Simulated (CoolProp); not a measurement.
Hydrogen chloride along the isotherm 353.8 K: Z from the reference equation and from simpler models built on Tc = 324.7 K, pc = 8.314 MPa, ω = 0.130; each cubic takes its own stable root.

Computed with CoolProp (reference Helmholtz-energy equation of state, Thol 2018).

| p (MPa) | phase | reference | van der Waals | Redlich-Kwong | Soave-Redlich-Kwong | Peng-Robinson |
|---|---|---|---|---|---|---|
| 7.56 | gas | 0.7023 | 0.7211 | 0.7137 | 0.7240 | 0.6973 |
| 15.1 | supercritical | 0.3494 | 0.4355 | 0.4139 | 0.4349 | 0.4032 |
| 22.7 | supercritical | 0.4001 | 0.5527 | 0.4777 | 0.4886 | 0.4455 |
| 30.2 | supercritical | 0.4846 | 0.6811 | 0.5695 | 0.5783 | 0.5246 |
| 37.8 | supercritical | 0.5724 | 0.8108 | 0.6646 | 0.6725 | 0.6087 |
| 45.3 | supercritical | 0.6581 | 0.9371 | 0.7576 | 0.7650 | 0.6915 |
| 52.9 | supercritical | 0.7437 | 1.063 | 0.8505 | 0.8576 | 0.7745 |
| 60.5 | supercritical | 0.8279 | 1.188 | 0.9419 | 0.9488 | 0.8565 |
| 68 | supercritical | 0.9097 | 1.309 | 1.031 | 1.038 | 0.9364 |
| 75.6 | supercritical | 0.9913 | 1.431 | 1.120 | 1.126 | 1.016 |
| 83.1 | supercritical | 1.071 | 1.550 | 1.207 | 1.213 | 1.095 |
